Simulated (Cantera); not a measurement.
Cantera run:

```python
import numpy as np
import cantera as ct

gas_names = """
    Hg N NO NO2 NO3 N2 N2O O O2 O3
""".split()
cond_names = """
    Hg(cr) Hg(L) HgO(s)
""".split()


# ... load() reads the species with a 1 bar reference pressure and builds the phases ...
atoms = {
    'HgO': {'Hg': 1, 'O': 1},
    'O2': {'O': 2},
    'N2': {'N': 2},
}
top_T = {}  # K; cautious upper limits of use, not melting points


# ... equilibrate(T, P, feed) seeds the gas with the atoms and calls Mixture.equilibrate('TP', solver="vcs", rtol=1e-11, max_steps=5000) ...
results = []
feed = {'HgO': 1, 'O2': 1.6, 'N2': 1.2}  # mol
T = 798.15  # K
P = 51  # Pa
mix = equilibrate(T, P, feed)
results.append((T, P, feed, dict(zip(mix.species_names, mix.species_moles))))
x = sorted(zip(gas.X, gas.species_names), reverse=True)
print(f"T = {T:g} K  P = {P:g} Pa  gas = {mix.phase_moles(0):.4g} mol")
print("   x: " + "  ".join(f"{s} {v:.3e}" for v, s in x if v > 0.0001))
print("   condensed (mol): " + ("  ".join(f"{mix.phase(i).name} {mix.phase_moles(i):.4g}"
      for i in range(1, mix.n_phases) if mix.phase_moles(i) > 1e-12) or "none"))
```

Result:

```
T = 798.15 K  P = 51 Pa  gas = 4.3 mol
   x: O2 4.884e-01  N2 2.791e-01  Hg 2.326e-01
   condensed (mol): none
```

Method: chemical equilibrium by Gibbs-energy minimisation in Cantera with the NASA 1993 tables (ideal gas, pure condensed phases).
